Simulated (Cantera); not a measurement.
Input: 1 mol V, 43 mol N2, 220 mol H2, at 1700 K and 0.315 Torr.

Equilibrium computed with Cantera from the NASA thermochemical tables; the gas is ideal and each condensed phase is pure. Candidate condensed phases: V, VN; 11 gas species. VN: taken at fixed stoichiometry. Condensed phases not in the tables: V2N. Rates play no part.

Base state: H2 0.832, N2 0.161, H 0.00656, V 1.52e-5 (mole fractions); condensed: VN(s).

Task: What changes in the equilibrium state with this change: pressure from 0.315 Torr to 100 Torr?

Result: 
```json
[
 {"species": "H2", "before": "0.832", "after": "0.838"},
 {"species": "N2", "before": "0.161", "after": "0.162"},
 {"species": "H", "before": "0.00656", "after": "0.000369"},
 {"species": "V", "before": "1.52e-5", "after": "2.69e-9"},
 {"species": "VN(s), mol", "before": "0.996", "after": "1.000"}
]
```
